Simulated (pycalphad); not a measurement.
Computed with pycalphad from the COST 507 light-alloy database (1999), at 1 atm. The data set is of 1999 and partly superseded. Amounts are mole fractions of atoms.

### Question
Give the equilibrium state of B-1.58C (at.%) at 1877 °C.

### Answer
```
T = 2150.00 K, P = 101325 Pa, N = 1 mol of atoms
G = -63888 J/mol, H = 44239 J/mol, S = 50.29 J/(mol K)  (SER reference)
chemical potentials (J/mol): B -61957, C -184191
phase             fraction       x(B)       x(C)
BETA_RHOMBO_B       0.9672     0.9869     0.0131
B4C                 0.0328     0.9032     0.0968
```

### Question
Give the equilibrium state of B-1.58C (at.%) at 2177 °C.

### Answer
LIQUID, fraction 0.977, with 1.4 C at.%; B4C, fraction 0.023, with 11.3 C at.%.

Database names, with the compositions (at.%) that they take in these runs: B4C: B 89-93 C 7-11. BETA_RHOMBO_B is β-boron.
